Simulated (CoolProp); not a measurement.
Vapour-liquid equilibrium of cyclohexane (1) + m-xylene (2) at 1.14 MPa; x and y are mole fractions of (1).

Model: multi-fluid Helmholtz-energy mixture model, Zhou 2014 and Zhou 2012; pair parameters Bell 2016, in CoolProp.

Task: Give the bubble temperature and the first vapour's composition at x = 0.2, 0.5, 0.65. Is there an azeotrope?

Result: x = 0.2: 511.5 K, y = 0.374; x = 0.5: 488.2 K, y = 0.706; x = 0.65: 479.4 K, y = 0.813. No azeotrope shows between x = 0.05 and 0.95.

The pair parameters rest on a limited set of measurements; away from them the model extrapolates.
